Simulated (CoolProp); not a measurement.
A single-stage vapour-compression cycle with the fluid: evaporating at 199.15 K (dew point), condensing at 251.15 K (bubble point), superheat 5 K, subcooling 8 K, compressor efficiency 0.85, no pressure losses. The same conditions are run with several fluids, on thermodynamics alone (safety and materials aside).

Model: reference Helmholtz-energy equation of state of each fluid (fluoroethane (R161): Wu 2012; propane: Lemmon 2009; ethane: Bücker 2006; C2F6 (R116): Lemmon 2006; R22: Kamei 1995; chlorine: Thol 2021), in CoolProp.

Problem. Rank fluoroethane (R161), propane, ethane, C2F6 (R116), R22, chlorine by cooling COP, highest first.

Solution. propane (2.80), fluoroethane (R161) (2.75), R22 (2.72), ethane (2.62), chlorine (2.53), C2F6 (R116) (2.47)

```
fluid                pressure ratio  discharge temperature (K)  refrigerating effect (kJ/kg)  volumetric capacity (kJ/m³)
-------------------  --------------  -------------------------  ----------------------------  ---------------------------
fluoroethane (R161)            14.9                      327.9                           381                          144
propane                        11.9                      297.0                           366                          184
ethane                         6.43                      302.4                           359                         1400
C2F6 (R116)                    7.84                      261.5                          73.3                          786
R22                            14.4                      332.0                           209                          169
chlorine                       14.4                      427.4                           269                          131
```
